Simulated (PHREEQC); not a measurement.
Dissolve 0.27 mol/kgw MnSO4, 0.0031 mol/kgw KNO3 and 7e-05 mol/kgw ZnBr2 at 51 °C. Closed to the air; pH follows from the charge balance.

All values are PHREEQC results (ion-association model, phreeqc.dat), not measurements.

No solid was allowed to form.

Q: Order these S species by the share of S that they hold, largest first: KSO4-, SO4-2, MnSO4.

A: MnSO4 (58 %), SO4-2 (42 %), KSO4- (0.21 %)

The pH is 5.99 and the ionic strength 0.456 mol/kgw. Away from 25 °C the constants follow the database's enthalpies or fits; those with neither stay at their 25 °C values.
